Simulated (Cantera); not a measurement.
Input (Python, Cantera) and output of one run.

```python
import numpy as np
import cantera as ct

gas_names = """
    CL CL2 H HCL H2 N NH NH2 NH3 N2 N2H2 N2H4 Si SiCL SiCL2 SiCL3 SiCL4 SiH SiHCL3 SiH2 SiH2CL2 SiH3
    SiH3CL SiH4 SiN Si2 Si2N Si3
""".split()
cond_names = """
    NH4CL(a) NH4CL(b) Si(cr) Si(L) Si3N4(a)
""".split()


# ... load() reads the species with a 1 bar reference pressure and builds the phases ...
atoms = {
    'Si3N4': {'Si': 3, 'N': 4},
    'HCl': {'H': 1, 'CL': 1},
    'H2': {'H': 2},
}
top_T = {'Si3N4(a)': 2400}  # K; cautious upper limits of use, not melting points


# ... equilibrate(T, P, feed) seeds the gas with the atoms and calls Mixture.equilibrate('TP', solver="vcs", rtol=1e-11, max_steps=5000) ...
results = []
feed = {'Si3N4': 1, 'HCl': 12, 'H2': 43}  # mol
P = 13332.2  # Pa
for T in [900, 1000, 1100, 1200, 1300, 1400, 1500, 1600, 1700, 1800, 1900, 2000]:
    mix = equilibrate(T, P, feed)
    results.append((T, P, feed, dict(zip(mix.species_names, mix.species_moles))))

top = {s: max(r[3][s] / sum(r[3][g] for g in gas_names) for r in results) for s in gas_names}
cols = sorted((s for s in top if top[s] > 1e-06), key=lambda s: -top[s])[:7]
seen = [c for c in cond_names if any(r[3].get(c, 0) > 1e-12 for r in results)]
print("log10 of partial pressures in bar; condensed amounts in mol")
print(f"{'T/K':>10s}" + "".join(f"{s[:9]:>10s}" for s in cols + seen))
for T, P, feed, n in results:
    ng = sum(n[g] for g in gas_names)
    print(f"{T:10.4g}" + "".join(f"{np.log10(max(n[s] / ng * P / 1e5, 1e-99)):10.3f}" for s in cols)
          + "".join(f"{n.get(c, 0):10.4g}" for c in seen))
```

Output:

```
log10 of partial pressures in bar; condensed amounts in mol
       T/K        H2       HCL     SiCL2        N2     SiCL4         H     SiCL3     Si(L)  Si3N4(a)
       900    -0.969    -1.626    -8.761    -3.036    -2.865   -10.417    -6.652         0    0.8108
      1000    -0.971    -1.610    -7.137    -3.109    -2.947    -9.130    -5.734         0      0.84
      1100    -0.973    -1.600    -5.819    -3.166    -3.021    -8.074    -4.992         0    0.8595
      1200    -0.974    -1.593    -4.737    -3.199    -3.098    -7.192    -4.389         0    0.8698
      1300    -0.975    -1.591    -3.864    -3.178    -3.208    -6.443    -3.923         0    0.8633
      1400    -0.975    -1.598    -3.215    -3.046    -3.415    -5.801    -3.629         0    0.8142
      1500    -0.975    -1.627    -2.773    -2.823    -3.757    -5.242    -3.516         0    0.6876
      1600    -0.973    -1.685    -2.475    -2.602    -4.211    -4.751    -3.539         0    0.4753
      1700    -0.970    -1.773    -2.274    -2.429    -4.745    -4.317    -3.657         0    0.2104
      1800    -0.970    -1.829    -2.197    -2.330    -5.270    -3.931    -3.837    0.2038         0
      1900    -0.972    -1.810    -2.215    -2.330    -5.687    -3.586    -4.016    0.3264         0
      2000    -0.975    -1.795    -2.236    -2.331    -6.068    -3.276    -4.182    0.4223         0
```

These are equilibrium values from Cantera (NASA tables, ideal gas, pure condensed phases), not measurements of a reactor. The tables' values for SiCl3, SiCl are old estimates; treat these amounts as uncertain. Gases not in the tables: Si2H6 and higher silanes.
